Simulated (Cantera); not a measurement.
A closed system holds: 1 mol Fe3O4, a varied amount of CO, 1.7 mol H2, equilibrated at 702 °C and 10000 Pa.

Cantera equilibrium calculation (NASA polynomials, part measured and part estimated; ideal gas, pure solids and liquids). Candidate condensed phases: C, C6H6, C7H8, C8H18, Fe, Fe(CO)5, FeO, Fe(OH)2, Fe(OH)3, Fe2O3, Fe3O4, H2O; 114 gas species. The tables' stoichiometric FeO is somewhat more stable than real wüstite, so its field is too wide. FeO: taken at fixed stoichiometry. Kinetics and transport are ignored.

x: gas mole fraction; n: condensed amount in mol.

```csv
n(CO) (mol),x CO,x H2,x CO2,x H2O,n FeO(s),n Fe(α)
1.3,0.263,0.403,0.170,0.163,3.00,0
2,0.372,0.358,0.169,0.102,3.00,0
2.7,0.455,0.317,0.158,0.0691,3.00,0
3.3,0.512,0.288,0.148,0.0521,3.00,0
4,0.554,0.255,0.148,0.0428,2.91,(withheld)
4.7,0.579,0.227,0.155,0.0381,2.76,(withheld)
5.4,0.600,0.205,0.161,0.0343,2.62,(withheld)
6,0.615,0.189,0.165,0.0317,2.49,(withheld)
6.7,0.629,0.173,0.168,0.0290,2.34,(withheld)
7.4,0.641,0.160,0.172,0.0268,2.19,(withheld)
8.1,0.652,0.148,0.175,0.0249,2.05,(withheld)
```

Task: What belongs in the gaps?

Result: 
- 4, n Fe(α): 0.0873
- 4.7, n Fe(α): 0.235
- 5.4, n Fe(α): 0.383
- 6, n Fe(α): 0.510
- 6.7, n Fe(α): 0.658
- 7.4, n Fe(α): 0.806
- 8.1, n Fe(α): 0.954
